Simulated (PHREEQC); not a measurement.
A made-up water analysis in mg/kgw, 25 °C, pH 7.28:

| constituent | mg/kgw |
|---|---|
| Na | 7970 |
| K | 2040 |
| Ca | 914 |
| Mg | 2550 |
| Cl | 20600 |
| S(6) as SO4 | 4280 |
| Alkalinity as HCO3 | 0.141 |
| Br | 83.9 |
| Li | 44.9 |

Valence states are taken as typed.

All values are PHREEQC results (Pitzer model, pitzer.dat), not measurements.

Problem. The ionic strength comes out as 0.838 mol/kgw. What activity coefficients do Cl-, Br-, Na+, K+, Li+ get?

Solution. Cl- 0.62, Br- 0.64, Na+ 0.71, K+ 0.65, Li+ 0.78. Single-ion values are on the MacInnes scale.

Precipitation was switched off in this run.
